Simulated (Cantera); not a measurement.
A closed system holds: 1 mol SiCl4, 9.4 mol H2, equilibrated at 598.15 K and 2200000 Pa.

Method: chemical equilibrium by Gibbs-energy minimisation in Cantera with the NASA 1993 tables (ideal gas, pure condensed phases). Candidate condensed phases: Si; 19 gas species. Equilibrium is a limit: real reactors are often held back by kinetics, nucleation or transport.

Base state: H2 0.902, SiCl4 0.0947, HCl 0.00150, SiHCl3 0.00150 (mole fractions); condensed: gas only.

Problem. What changes in the equilibrium state with this change: temperature from 598.15 K to 675 K?

Solution. 
```tsv
species	before	after
H2	0.902	0.901
SiCl4	0.0947	0.0928
HCl	0.00150	0.00332
SiHCl3	0.00150	0.00330
```

Problem. What changes in the equilibrium state with this change: 0.54 mol HCl added?

Solution. 
| species | before | after |
|---|---|---|
| H2 | 0.902 | 0.859 |
| SiCl4 | 0.0947 | 0.0914 |
| HCl | 0.00150 | 0.0494 |
| SiHCl3 | 0.00150 | 4.18e-5 |

Problem. What changes in the equilibrium state with this change: temperature from 598.15 K to 975 K?

Solution. 
```json
[
 {"species": "H2", "before": "0.902", "after": "0.884"},
 {"species": "SiCl4", "before": "0.0947", "after": "0.0765"},
 {"species": "HCl", "before": "0.00150", "after": "0.0202"},
 {"species": "SiHCl3", "before": "0.00150", "after": "0.0191"},
 {"species": "SiCl3", "before": "<1e-9", "after": "5.43e-5"},
 {"species": "SiH2Cl2", "before": "1.18e-6", "after": "0.000501"}
]
```
The tables' values for SiCl3 are old estimates; treat these amounts as uncertain.
